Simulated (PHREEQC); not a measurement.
0.2 mol of Ag2CO3 (Ag2CO3) is brought to equilibrium with 1 kg of water holding 0.14 mol HCl, at 25 °C under several pressures of CO2. O2 is buffered at 0.21 atm. The run lets Ag2CO3, Cerargyrite, Ag2O precipitate or redissolve, and no other solid.

Model: ion-association model, wateq4f.dat, run in PHREEQC.

Problem. Predict dissolved Ag (mol/kgw), dissolved C (mol/kgw) at log pCO2 (atm) = -4, -3.5, -3, -2.5.

Solution. 
```csv
log pCO2 (atm),dissolved Ag (mol/kgw),dissolved C (mol/kgw)
-4,0.000768,0.000748
-3.5,0.00101,0.00101
-3,0.00135,0.00137
-2.5,0.00180,0.00191
```

Species that the database lacks are ignored.
